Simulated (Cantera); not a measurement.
A perfectly stirred reactor is fed with H2 : O2 : N2 = 1 : 0.5 : 1.88 (molar parts), equivalence ratio 1.0, at 9.87 atm; it is adiabatic with a 600 K inlet, and is followed from long to short residence time, starting on the burning branch (τ in s: 0.079, 0.026, 0.0082, 0.0027, 0.00086, 0.00028, 9e-05, 2.9e-05, 9.4e-06).

Cantera simulation using the H2/O2 subset of GRI-Mech 3.0, which has no nitrogen chemistry; the numbers are that mechanism's predictions, not measurements. The hydrogen kinetics of GRI-Mech 3.0 are dated; newer H2 mechanisms differ, most at raised pressure.

Q: What does this change do: N2 1.88 to 3 parts?

A: 
```tsv
quantity	before	after
blow-out, bracketed by the residence times tried	burning at 9.40 µs, the shortest tried	burning at 9.40 µs, the shortest tried
x(H2) at τ = 79.0 ms	0.0149	0.00332
x(O2) at τ = 79.0 ms	0.00541	0.00132
x(O) at τ = 79.0 ms	0.000610	3.99e-5
x(H2O) at τ = 79.0 ms	0.323	0.245
x(HO2) at τ = 79.0 ms	4.01e-6	4.44e-7
x(H2) at τ = 0.860 ms	0.0166	0.00863
x(O2) at τ = 0.860 ms	0.00618	0.00365
x(O) at τ = 0.860 ms	0.000723	0.000209
x(H2O) at τ = 0.860 ms	0.321	0.238
x(HO2) at τ = 0.860 ms	4.90e-6	3.78e-6
```
